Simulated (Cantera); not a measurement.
Feed: 1 mol V2O3, 51 mol H2, 0.038 mol H2O, held at 1775 °C.

Equilibrium computed with Cantera from the NASA thermochemical tables; the gas is ideal and each condensed phase is pure. Candidate condensed phases: H2O, V, VO, V2O3, V2O4, V2O5; 12 gas species. VO: taken at fixed stoichiometry. Kinetics and transport are ignored.

Problem. What share of the V ends up in condensed phases as a function of P (Pa), at 10, 36, 130, 460, 1700, 6000, 22000, 77000, 280000, 1000000?

Solution. 
| P (Pa) | V condensed (%) | as |
|---|---|---|
| 10 | 0.0 | - |
| 36 | 27.7 | VO(s) |
| 130 | 70.6 | VO(s) |
| 460 | 89.6 | VO(s) |
| 1700 | 97.0 | VO(s) |
| 6000 | 99.1 | VO(s) |
| 22000 | 99.8 | VO(s) |
| 77000 | 99.9 | VO(s) |
| 280000 | 100.0 | VO(s) |
| 1000000 | 100.0 | VO(s) |
